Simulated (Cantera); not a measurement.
## Thermodynamics of silicon nitride deposition, feed trisilylamine + N2 + H2

Charge: 1 mol trisilylamine, 1.1 mol N2, 0.44 mol H2, held at 79.0 mbar.

Cantera equilibrium calculation (NASA polynomials, part measured and part estimated; ideal gas, pure solids and liquids). Candidate condensed phases: Si, Si3N4; 18 gas species. The feed counts by its element totals alone. Mutual solubility and eutectic melting of coexisting phases are not modelled. The tables' values for SiN are old estimates; treat these amounts as uncertain. Gases not in the tables: Si2H6 and higher silanes. Equilibrium is a limit: real reactors are often held back by kinetics, nucleation or transport.

From 575 °C to 1325 °C the condensed part is Si(s) + Si3N4(s). At 1475 °C the condensed part is Si(l) + Si3N4(s). From 1625 °C to 1775 °C the condensed part is Si(l). The main Si-bearing gas is SiH4 at 575 °C and Si at 1775 °C.

```json
[
 {"T (°C)": "575", "x H2": "1.00", "x N2": "<1e-12", "x H": "6.77e-11", "x Si": "<1e-12", "x SiH": "<1e-12", "x SiH2": "<1e-12", "x Si2N": "<1e-12", "n Si(s)": "0.600", "n Si3N4(s)": "0.800", "n Si(l)": "0"},
 {"T (°C)": "725", "x H2": "1.00", "x N2": "1.89e-10", "x H": "7.65e-9", "x Si": "<1e-12", "x SiH": "<1e-12", "x SiH2": "8.84e-11", "x Si2N": "<1e-12", "n Si(s)": "0.600", "n Si3N4(s)": "0.800", "n Si(l)": "0"},
 {"T (°C)": "875", "x H2": "1.00", "x N2": "6.67e-8", "x H": "2.55e-7", "x Si": "2.31e-12", "x SiH": "1.38e-11", "x SiH2": "3.97e-9", "x Si2N": "<1e-12", "n Si(s)": "0.600", "n Si3N4(s)": "0.800", "n Si(l)": "0"},
 {"T (°C)": "1025", "x H2": "1.000", "x N2": "5.98e-6", "x H": "3.81e-6", "x Si": "5.14e-10", "x SiH": "1.21e-9", "x SiH2": "7.39e-8", "x Si2N": "1.39e-12", "n Si(s)": "0.600", "n Si3N4(s)": "0.800", "n Si(l)": "0"},
 {"T (°C)": "1175", "x H2": "1.000", "x N2": "0.000208", "x H": "3.28e-5", "x Si": "3.70e-8", "x SiH": "4.17e-8", "x SiH2": "7.48e-7", "x Si2N": "3.41e-10", "n Si(s)": "0.602", "n Si3N4(s)": "0.799", "n Si(l)": "0"},
 {"T (°C)": "1325", "x H2": "0.996", "x N2": "0.00366", "x H": "0.000189", "x Si": "1.18e-6", "x SiH": "7.29e-7", "x SiH2": "4.87e-6", "x Si2N": "2.92e-8", "n Si(s)": "0.627", "n Si3N4(s)": "0.791", "n Si(l)": "0"},
 {"T (°C)": "1475", "x H2": "0.953", "x N2": "0.0465", "x H": "0.000793", "x Si": "1.84e-5", "x SiH": "6.73e-6", "x SiH2": "1.96e-5", "x Si2N": "9.88e-7", "n Si(s)": "0", "n Si3N4(s)": "0.680", "n Si(l)": "0.961"},
 {"T (°C)": "1625", "x H2": "0.753", "x N2": "0.244", "x H": "0.00241", "x Si": "0.000155", "x SiH": "3.31e-5", "x SiH2": "4.34e-5", "x Si2N": "1.05e-5", "n Si(s)": "0", "n Si3N4(s)": "0", "n Si(l)": "3.00"},
 {"T (°C)": "1775", "x H2": "0.748", "x N2": "0.244", "x H": "0.00689", "x Si": "0.000957", "x SiH": "0.000141", "x SiH2": "0.000104", "x Si2N": "3.88e-5", "n Si(s)": "0", "n Si3N4(s)": "0", "n Si(l)": "2.99"}
]
```
x: gas mole fraction; n: condensed amount in mol.
